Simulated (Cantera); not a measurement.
Cantera run:

```python
import numpy as np
import cantera as ct

gas_names = """
    H HNO HNO2 HNO3 HO2 H2 H2O H2O2 N NH NH2 NH3 NH2OH NO NO2 NO3 N2 N2H2 N2H4 N2O O OH O2 O3 Si SiH
    SiH2 SiH3 SiH4 SiN SiO SiO2 Si2 Si2N Si3
""".split()
cond_names = """
    H2O(s) H2O(L) Si(cr) Si(L) SiO2(Lqz) SiO2(hqz) SiO2(L) Si2N2O(s) Si3N4(a)
""".split()


# ... load() reads the species with a 1 bar reference pressure and builds the phases ...
atoms = {
    'SiH4': {'Si': 1, 'H': 4},
    'NO': {'N': 1, 'O': 1},
}
top_T = {'Si2N2O(s)': 2100, 'Si3N4(a)': 2400}  # K; cautious upper limits of use, not melting points


# ... equilibrate(T, P, feed) seeds the gas with the atoms and calls Mixture.equilibrate('TP', solver="vcs", rtol=1e-11, max_steps=5000) ...
results = []
feed = {'SiH4': 1, 'NO': 0.79}  # mol
P = 84  # Pa
for T in [673, 773, 873, 973, 1073, 1173, 1273, 1373, 1473, 1573, 1673, 1773]:
    mix = equilibrate(T, P, feed)
    results.append((T, P, feed, dict(zip(mix.species_names, mix.species_moles))))

top = {s: max(r[3][s] / sum(r[3][g] for g in gas_names) for r in results) for s in gas_names}
cols = sorted((s for s in top if top[s] > 0.001), key=lambda s: -top[s])[:9]
seen = [c for c in cond_names if any(r[3].get(c, 0) > 1e-12 for r in results)]
print("log10 of partial pressures in bar; condensed amounts in mol")
print(f"{'T/K':>10s}" + "".join(f"{s[:9]:>10s}" for s in cols + seen))
for T, P, feed, n in results:
    ng = sum(n[g] for g in gas_names)
    print(f"{T:10.4g}" + "".join(f"{np.log10(max(n[s] / ng * P / 1e5, 1e-99)):10.3f}" for s in cols)
          + "".join(f"{n.get(c, 0):10.4g}" for c in seen))
```

It prints:

```
log10 of partial pressures in bar; condensed amounts in mol
       T/K        H2       SiO        N2         H        Si    Si(cr)     Si(L) SiO2(Lqz) SiO2(hqz) Si2N2O(s)
       673    -3.076   -18.162   -27.994   -15.795   -27.140    0.0125         0    0.1975         0     0.395
       773    -3.076   -14.635   -23.068   -13.580   -22.630    0.0125         0    0.1975         0     0.395
       873    -3.076   -11.928   -19.276   -11.868   -19.157    0.0125         0         0    0.1975     0.395
       973    -3.076    -9.787   -16.267   -10.504   -16.400    0.0125         0         0    0.1975     0.395
      1073    -3.076    -8.051   -13.825    -9.391   -14.161   0.01249         0         0    0.1975     0.395
      1173    -3.076    -6.616   -11.804    -8.466   -12.305   0.01221         0         0    0.1972     0.395
      1273    -3.078    -5.411   -10.105    -7.686   -10.744   0.00786         0         0    0.1929     0.395
      1373    -3.081    -4.969    -6.907    -7.018   -10.578         0         0         0    0.1847    0.3947
      1473    -3.107    -4.335    -4.915    -6.451    -9.925         0         0         0    0.1538    0.3639
      1573    -3.217    -3.754    -4.250    -5.999    -8.314         0         0         0         0      0.21
      1673    -3.280    -3.682    -3.983    -5.583    -6.379    0.2083         0         0         0         0
      1773    -3.283    -3.684    -3.985    -5.188    -5.672         0    0.2013         0         0         0
```

Cantera equilibrium calculation (NASA polynomials, part measured and part estimated; ideal gas, pure solids and liquids). Mutual solubility and eutectic melting of coexisting phases are not modelled. The tables' values for SiN are old estimates; treat these amounts as uncertain. The tables hold silica as quartz up to 1696 K and as liquid above; real silica turns to tridymite and cristobalite and melts near 1996 K. Gases not in the tables: Si2H6 and higher silanes.
